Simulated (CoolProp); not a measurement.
Ethane along the isobar 334 kPa: fugacity coefficient from the reference equation and from simpler models built on Tc = 32.2 °C, pc = 4872 kPa, ω = 0.099; each cubic takes its own stable root.

The numbers come from the reference Helmholtz-energy equation of state, Bücker 2006 in CoolProp.

```
T (°C)    phase  reference
-------  ------  ---------
-113.85  liquid    0.06097
-98.25   liquid     0.1723
-82.55   liquid     0.4015
-66.95   liquid     0.7992
-51.35      gas     0.9391
-35.75      gas     0.9505
-20.15      gas     0.9591
-4.55       gas     0.9659
11.05       gas     0.9712
26.75       gas     0.9756
42.35       gas     0.9792
57.95       gas     0.9821
73.55       gas     0.9845
89.15       gas     0.9866
104.75      gas     0.9883
```

Task: How far does each simpler model (van der Waals, Redlich-Kwong) lie from the reference over these 15 states: mean and median of the absolute difference, and the worst?

Result: 
- van der Waals: mean 88.5 %, median 0.7 %, worst +747.5 % at -113.85 °C and 334 kPa
- Redlich-Kwong: mean 1.8 %, median 0.1 %, worst +9.6 % at -66.95 °C and 334 kPa

At some of these states van der Waals gives the other phase, because its saturation line lies elsewhere.
